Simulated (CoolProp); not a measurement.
Saturation properties of tetradecamethylhexasiloxane (MD4M) (Tc = 653.2 K, pc = 0.8286 MPa, ω = 0.800).

The numbers come from the reference Helmholtz-energy equation of state, Thol 2019 in CoolProp.

```csv
T (K),p (MPa),enthalpy of vaporisation (kJ/kg),surface tension (mN/m)
421.1,___,134.0,10.3
430.4,0.004948,131.1,___
439.7,0.007073,128.2,9.20
449,0.009903,125.3,8.67
458.2,0.01356,122.4,___
467.5,0.01829,119.4,___
476.8,0.02429,116.4,7.13
486.1,0.03177,113.4,6.63
495.4,0.04098,110.3,6.15
504.7,0.05219,107.2,5.67
513.9,0.06552,104.1,5.21
523.2,0.08158,100.8,4.75
532.5,0.1006,___,4.30
541.8,0.1228,93.92,3.87
551.1,0.1487,90.30,3.44
```

### Question
Some entries are withheld; supply them.

### Answer

- 421.1, p (MPa): 0.003384
- 430.4, surface tension (mN/m): 9.73
- 458.2, surface tension (mN/m): 8.15
- 467.5, surface tension (mN/m): 7.64
- 532.5, enthalpy of vaporisation (kJ/kg): 97.41

It boils at 532.8 K under 1 atm.

Surface tension comes from a separate correlation (Mulero 2014), older than this fluid's equation and unchecked against measurements.
